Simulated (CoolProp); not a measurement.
Computed with CoolProp (reference Helmholtz-energy equation of state, Aleksandrov 2011). It is a short technical equation, of lower accuracy than the large ones.

Q: For n-undecane, give the phase and the density (kg/m³), cv (kJ/(kg K)) at 487.3 K and 2.83 MPa.

A: 
- 487.3 K and 2.83 MPa: liquid; density 590, cv 2.53
